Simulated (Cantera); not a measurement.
Feed: 1 mol SrCl₂, 5.1 mol H₂, equilibrated at 1373.15 K and 51000 Pa.

Equilibrium computed with Cantera from the NASA thermochemical tables; the gas is ideal and each condensed phase is pure. Candidate condensed phases: Sr, SrCl₂; 8 gas species. Equilibrium is a limit: real reactors are often held back by kinetics, nucleation or transport.

Base state: H₂ 1.000, SrCl₂ 0.000102 (mole fractions); condensed: SrCl₂(l).

### Question
What changes in the equilibrium state with this change: temperature from 1373.15 K to 1875 K?

### Answer
```json
[
 {"species": "H₂", "before": "1.000", "after": "0.918"},
 {"species": "SrCl₂", "before": "0.000102", "after": "0.0765"},
 {"species": "HCl", "before": "5.52e-6", "after": "0.00223"},
 {"species": "SrCl", "before": "2.80e-6", "after": "0.00183"},
 {"species": "H", "before": "4.67e-6", "after": "0.000880"},
 {"species": "SrCl₂(l), mol", "before": "0.999", "after": "0.564"}
]
```
